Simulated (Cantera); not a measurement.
A Cantera script and its output.

```python
import numpy as np
import cantera as ct

gas = ct.Solution("h2o2.yaml")
gas.TPX = 1323, 2900, {'H2': 0.015, 'O2': 1, 'N2': 0.53}
reactor = ct.IdealGasConstPressureReactor(gas, energy="off", clone=False)
net = ct.ReactorNet([reactor])
net.rtol, net.atol = 1e-08, 1e-18
show = ['H2', 'O2', 'H2O2', 'H2O', 'O']
times = np.geomspace(4e-05, 100, 10)

steps = ct.SolutionArray(gas, extra=["t"])
rows = []
print(f"{'t/s':>10s}{'T/K':>9s}{'P/Pa':>11s}" + "".join(f"{s:>11s}" for s in show))
for t in times:
    while net.time < t:
        t_next = net.step()
        steps.append(gas.state, t=t_next)
    rows.append([np.interp(t, steps.t, y) for y in (steps.T, steps.P, *steps(*show).X.T)])
    print(f"{t:10.3e}{rows[-1][0]:9.1f}{rows[-1][1]:11.4g}" + "".join(f"{x:11.3e}" for x in rows[-1][2:]))
rate = np.gradient(steps.T, steps.t)
print("integrator steps:", len(steps.t))
if steps.T.max() > steps.T[0] + 200:
    print(f"time of steepest temperature rise: {steps.t[rate.argmax()]:.4e} s")
gas.TPX = 1323, 2900, {'H2': 0.015, 'O2': 1, 'N2': 0.53}
gas.equilibrate("TP")
print(f"equilibrium (TP): T = {gas.T:.1f} K  " + "  ".join(f"{s} {gas[s].X[0]:.3e}" for s in show))
```

Output:

```
       t/s      T/K       P/Pa         H2         O2       H2O2        H2O          O
 4.000e-05   1323.0       2900  9.709e-03  6.472e-01  3.743e-13  2.906e-10  2.539e-09
 2.056e-04   1323.0       2900  9.709e-03  6.472e-01  9.486e-12  1.711e-08  3.197e-08
 1.056e-03   1323.0       2900  9.701e-03  6.472e-01  2.150e-10  5.352e-06  4.777e-06
 5.429e-03   1323.0       2900  5.884e-05  6.385e-01  2.775e-08  8.906e-03  7.921e-03
 2.790e-02   1323.0       2900  4.135e-05  6.403e-01  2.534e-08  9.095e-03  5.823e-03
 1.434e-01   1323.0       2900  1.375e-05  6.438e-01  1.761e-08  9.446e-03  1.881e-03
 7.368e-01   1323.0       2900  1.382e-06  6.453e-01  5.173e-09  9.670e-03  1.864e-04
 3.786e+00   1323.0       2900  9.979e-08  6.455e-01  6.905e-10  9.733e-03  1.346e-05
 1.946e+01   1323.0       2900  1.323e-08  6.455e-01  1.170e-10  9.748e-03  1.794e-06
 1.000e+02   1323.0       2900  9.300e-09  6.455e-01  8.699e-11  9.749e-03  1.263e-06
integrator steps: 1828
equilibrium (TP): T = 1323.0 K  H2 9.299e-09  O2 6.455e-01  H2O2 8.699e-11  H2O 9.749e-03  O 1.263e-06
```

Cantera simulation using the H2/O2 subset of GRI-Mech 3.0, which has no nitrogen chemistry; the numbers are that mechanism's predictions, not measurements. Radical loss at walls, strong at low pressure, is not modelled.
